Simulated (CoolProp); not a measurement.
Vapour-liquid equilibrium of R125 (1) + dimethyl ether (2) at 418 kPa; x and y are mole fractions of (1).

The numbers come from the multi-fluid Helmholtz-energy mixture model, Lemmon 2005 and Wu 2011; pair parameters Bell 2016 in CoolProp.

```json
[
 {"x": "0.05", "bubble temperature (°C)": "12.8", "y at the bubble point": "0.071", "dew temperature at overall composition x (°C)": "13.0", "liquid density (mol/L)": "14.57"},
 {"x": "0.2", "bubble temperature (°C)": "10.1", "y at the bubble point": "0.282", "dew temperature at overall composition x (°C)": "11.2", "liquid density (mol/L)": "14.04"},
 {"x": "0.35", "bubble temperature (°C)": "6.7", "y at the bubble point": "0.488", "dew temperature at overall composition x (°C)": "9.1", "liquid density (mol/L)": "13.55"},
 {"x": "0.5", "bubble temperature (°C)": "2.4", "y at the bubble point": "0.676", "dew temperature at overall composition x (°C)": "6.5", "liquid density (mol/L)": "13.09"},
 {"x": "0.65", "bubble temperature (°C)": "-2.6", "y at the bubble point": "0.827", "dew temperature at overall composition x (°C)": "3.1", "liquid density (mol/L)": "12.64"},
 {"x": "0.8", "bubble temperature (°C)": "-7.9", "y at the bubble point": "0.931", "dew temperature at overall composition x (°C)": "-1.5", "liquid density (mol/L)": "12.19"},
 {"x": "0.95", "bubble temperature (°C)": "-12.7", "y at the bubble point": "0.989", "dew temperature at overall composition x (°C)": "-9.3", "liquid density (mol/L)": "11.70"}
]
```

No azeotrope shows between x = 0.05 and 0.95.

The pair parameters rest on a limited set of measurements; away from them the model extrapolates.
